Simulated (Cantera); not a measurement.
A perfectly stirred reactor is fed with 2.62 % C3H8, 20.4 % O2, 76.9 % N2, equivalence ratio 0.64, at 9.87 atm; it is adiabatic with a 473 K inlet, and is followed from long to short residence time, starting on the burning branch (τ in s: 0.24, 0.098, 0.04, 0.017, 0.0068, 0.0028, 0.0012, 0.00048, 0.0002, 8.1e-05).

Cantera simulation using GRI-Mech 3.0 (53 species, 325 reactions); the numbers are that mechanism's predictions, not measurements. GRI-Mech 3.0 was tuned for natural gas; its chemistry of propane as a main component is partial and can be far from experiment.

Predict: blow-out, bracketed by the residence times tried; x(C3H8) at τ = 0.240 s; x(O2) at τ = 0.240 s; x(NO) at τ = 0.240 s; x(HO2) at τ = 0.240 s; x(C3H8) at τ = 2.80 ms; x(O2) at τ = 2.80 ms; x(NO) at τ = 2.80 ms; x(C2H) at τ = 2.80 ms; x(HO2) at τ = 2.80 ms.


| Quantity | Value |
|---|---|
| blow-out, bracketed by the residence times tried | burning at 81.0 µs, the shortest tried |
| x(C3H8) at τ = 0.240 s | 6.97e-8 |
| x(O2) at τ = 0.240 s | 0.0714 |
| x(NO) at τ = 0.240 s | 0.000202 |
| x(HO2) at τ = 0.240 s | 1.64e-6 |
| x(C3H8) at τ = 2.80 ms | 3.66e-6 |
| x(O2) at τ = 2.80 ms | 0.0719 |
| x(NO) at τ = 2.80 ms | 2.01e-5 |
| x(C2H) at τ = 2.80 ms | 9.62e-9 |
| x(HO2) at τ = 2.80 ms | 6.32e-6 |
